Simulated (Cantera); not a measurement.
## Hydrocarbon pyrolysis for carbon deposition

A perfectly stirred reactor is fed with 10.3 % CH₄, 89.7 % N₂, at 1330 Pa; it is held at 1850 K, and followed from long to short residence time.

Detailed kinetics in Cantera: GRI-Mech 3.0 (53 species, 325 reactions). GRI-Mech 3.0 stops at C3 and has no aromatics, soot or wall deposition, so with more carbon than oxygen in the feed, carbon stays in small species such as C2H2 where larger ones or solid carbon would form. Radical loss at walls, strong at low pressure, is not modelled.

```
τ (s)    x CH₄    x C₂H₄     x CH₃       x H    x CH₂
------  ------  --------  --------  --------  -------
0.42    0.0170  0.000302   0.00113  0.000400  3.65e-6
0.24    0.0238  0.000535   0.00144  0.000338  4.06e-6
0.14    0.0322  0.000898   0.00178  0.000280  4.40e-6
0.080   0.0431   0.00147   0.00215  0.000219  4.63e-6
0.046   0.0561   0.00219   0.00248  0.000158  4.61e-6
0.027   0.0703   0.00278   0.00265  0.000100  4.19e-6
0.015   0.0857   0.00254   0.00250   4.77e-5  3.13e-6
0.0088  0.0957   0.00138   0.00197   1.94e-5  1.86e-6
0.0051   0.100  0.000443   0.00130   7.64e-6  8.46e-7
0.0029   0.102  0.000101  0.000772   3.86e-6  3.23e-7
```
x: mole fraction; the columns are a selection and need not sum to one.
